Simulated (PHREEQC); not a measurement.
# City or well water: an equilibrium model

Model water analysis in mg/L, 25 °C, pH 8.36, pe 0.9: Na 21.1; K 12.2; Ca 10.1; Mg 0.391; Cl 25.9; S(6) as SO4 16.5; Alkalinity as HCO3 40.9; Mn(2) 1.13; Si as SiO2 0.0201; Li 0.0369; Br 4.14.

Valence states are taken as typed.

The numbers come from PHREEQC with the ion-association model, phreeqc.dat.

This is a speciation only: nothing precipitates in the calculation.

Question: What specific conductance, charge-balance error does the model give?

Answer: specific conductance 207 µS/cm; charge-balance error 0.5 %.

Question: In which forms is Si present?

Answer: H4SiO4 97 %, H3SiO4- 3.4 % of the Si.

Examples of supersaturated solids here: Rhodochrosite. Others may be too. Species that the database lacks are ignored.
